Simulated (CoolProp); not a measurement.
Vapour-liquid equilibrium of propane (1) + R113 (2) at 0.374 MPa; x and y are mole fractions of (1).

Computed with CoolProp (multi-fluid Helmholtz-energy mixture model, Lemmon 2009 and Marx 1992; pair parameters Bell 2016).

```json
[
 {"x": "0.05", "bubble temperature, mixture model (K)": "350.9", "bubble temperature, Raoult's law (K)": "349.5", "y, mixture model": "0.340", "y, Raoult's law": "0.391"},
 {"x": "0.125", "bubble temperature, mixture model (K)": "331.0", "bubble temperature, Raoult's law (K)": "330.8", "y, mixture model": "0.642", "y, Raoult's law": "0.673"},
 {"x": "0.2", "bubble temperature, mixture model (K)": "316.2", "bubble temperature, Raoult's law (K)": "317.4", "y, mixture model": "0.791", "y, Raoult's law": "0.806"},
 {"x": "0.275", "bubble temperature, mixture model (K)": "305.2", "bubble temperature, Raoult's law (K)": "307.3", "y, mixture model": "0.868", "y, Raoult's law": "0.877"},
 {"x": "0.35", "bubble temperature, mixture model (K)": "297.1", "bubble temperature, Raoult's law (K)": "299.3", "y, mixture model": "0.911", "y, Raoult's law": "0.918"},
 {"x": "0.425", "bubble temperature, mixture model (K)": "290.8", "bubble temperature, Raoult's law (K)": "292.9", "y, mixture model": "0.937", "y, Raoult's law": "0.944"},
 {"x": "0.5", "bubble temperature, mixture model (K)": "285.8", "bubble temperature, Raoult's law (K)": "287.5", "y, mixture model": "0.954", "y, Raoult's law": "0.961"},
 {"x": "0.575", "bubble temperature, mixture model (K)": "281.6", "bubble temperature, Raoult's law (K)": "282.9", "y, mixture model": "0.966", "y, Raoult's law": "0.973"},
 {"x": "0.65", "bubble temperature, mixture model (K)": "278.2", "bubble temperature, Raoult's law (K)": "279.0", "y, mixture model": "0.975", "y, Raoult's law": "0.981"},
 {"x": "0.725", "bubble temperature, mixture model (K)": "275.1", "bubble temperature, Raoult's law (K)": "275.5", "y, mixture model": "0.982", "y, Raoult's law": "0.988"},
 {"x": "0.8", "bubble temperature, mixture model (K)": "272.3", "bubble temperature, Raoult's law (K)": "272.4", "y, mixture model": "0.987", "y, Raoult's law": "0.992"},
 {"x": "0.875", "bubble temperature, mixture model (K)": "269.7", "bubble temperature, Raoult's law (K)": "269.6", "y, mixture model": "0.993", "y, Raoult's law": "0.996"},
 {"x": "0.95", "bubble temperature, mixture model (K)": "267.2", "bubble temperature, Raoult's law (K)": "267.1", "y, mixture model": "0.997", "y, Raoult's law": "0.999"}
]
```

The largest gap from Raoult's law is -2.2 K in bubble temperature, at x = 0.35. No azeotrope shows between x = 0.05 and 0.95.

The pair parameters rest on a limited set of measurements; away from them the model extrapolates. The gap from Raoult's law changes sign with composition, which may be real or a fault of the pair parameters; it wasn't checked against measurements.
